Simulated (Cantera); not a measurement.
Cantera run, input and output.

```python
import numpy as np
import cantera as ct

surf = ct.Interface("ptcombust.yaml", "Pt_surf")
gas = surf.adjacent["gas"]
gas.TPX = 300, 12000, {'CH4': 0.012, 'O2': 0.073, 'N2': 0.79}
jet = ct.ImpingingJet(gas=gas, width=0.06, surface=surf)
jet.inlet.mdot, jet.inlet.T, jet.inlet.X = 0.15, 300, {'CH4': 0.012, 'O2': 0.073, 'N2': 0.79}
jet.set_refine_criteria(ratio=10, slope=0.2, curve=0.3)
show, cover = ['CH4', 'O2', 'H2O', 'OH', 'CO', 'CO2'], ["PT(S)", "H(S)", "O(S)", "OH(S)", "CO(S)", "C(S)"]

rows = []
print(f"{'Ts/K':>7s}" + "".join(f"{s:>11s}" for s in show + cover) + "   (gas at the wall, coverages)")
for i, Ts in enumerate([950, 1000, 1050, 1100, 1150, 1200, 1250]):
    jet.surface.T = Ts
    if i == 0:
        surf.TP = Ts, 12000
        surf.coverages = "PT(S):0.5, O(S):0.5"
        surf.advance_coverages(1.0)
        jet.set_initial_guess(products="inlet")
    jet.solve(loglevel=0, auto=(i == 0))
    rows.append([*(jet.X[gas.species_index(s), -1] for s in show), *surf[cover].coverages])
    print(f"{Ts:7g}" + "".join(f"{x:11.3e}" for x in rows[-1]))
```

Result:

```
   Ts/K        CH4         O2        H2O         OH         CO        CO2      PT(S)       H(S)       O(S)      OH(S)      CO(S)       C(S)   (gas at the wall, coverages)
    950  7.027e-03  6.925e-02  1.244e-02  5.398e-08  3.750e-06  8.142e-03  2.739e-01  1.411e-07  7.252e-01  9.357e-04  4.608e-06  2.205e-08
   1000  5.343e-03  6.570e-02  1.553e-02  1.480e-07  3.859e-06  1.018e-02  3.444e-01  3.034e-07  6.547e-01  9.267e-04  3.296e-06  2.060e-08
   1050  4.111e-03  6.311e-02  1.777e-02  3.581e-07  3.957e-06  1.166e-02  4.145e-01  5.740e-07  5.847e-01  8.693e-04  2.326e-06  1.851e-08
   1100  3.244e-03  6.129e-02  1.933e-02  7.853e-07  4.118e-06  1.269e-02  4.822e-01  9.890e-07  5.170e-01  7.892e-04  1.664e-06  1.649e-08
   1150  2.631e-03  6.003e-02  2.041e-02  1.581e-06  4.372e-06  1.340e-02  5.469e-01  1.597e-06  4.524e-01  7.020e-04  1.223e-06  1.482e-08
   1200  2.192e-03  5.915e-02  2.115e-02  2.961e-06  4.754e-06  1.389e-02  6.078e-01  2.452e-06  3.916e-01  6.160e-04  9.297e-07  1.353e-08
   1250  1.872e-03  5.856e-02  2.165e-02  5.217e-06  5.299e-06  1.421e-02  6.638e-01  3.609e-06  3.357e-01  5.351e-04  7.303e-07  1.258e-08
```

Cantera simulation using Deutschmann's 1995 Pt surface mechanism with GRI-Mech 3.0 gas chemistry; the numbers are that mechanism's predictions, not measurements. Catalytic surfaces can have several steady states; this one follows from the mechanism file's or the stated starting coverage.
